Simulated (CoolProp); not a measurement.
Properties of fluorine along the isobar 19.2 MPa (Tc = 144.4 K, pc = 5.240 MPa, ω = 0.045).

Model: reference Helmholtz-energy equation of state, de Reuck 1990, in CoolProp.

| T (K) | phase | cv (kJ/(kg K)) | speed of sound (m/s) | isothermal compressibility (1/MPa) |
|---|---|---|---|---|
| 117.9 | liquid | 0.7375 | 691.2 | 0.003204 |
| 140.5 | liquid | 0.7060 | (withheld) | (withheld) |
| 163.1 | supercritical | 0.6913 | 394.2 | 0.01753 |
| 185.6 | supercritical | (withheld) | (withheld) | (withheld) |
| 208.2 | supercritical | (withheld) | 294.2 | 0.04853 |
| 230.8 | supercritical | 0.6531 | 296.9 | 0.05092 |
| 253.4 | supercritical | 0.6426 | 306.1 | 0.05093 |
| 276 | supercritical | 0.6350 | 317.3 | 0.05033 |

Q: Fill in the missing entries.

A: 
- 140.5, speed of sound (m/s): 534.3
- 140.5, isothermal compressibility (1/MPa): 0.006857
- 185.6, cv (kJ/(kg K)): 0.6789
- 185.6, speed of sound (m/s): 314.3
- 185.6, isothermal compressibility (1/MPa): 0.03802
- 208.2, cv (kJ/(kg K)): 0.6650
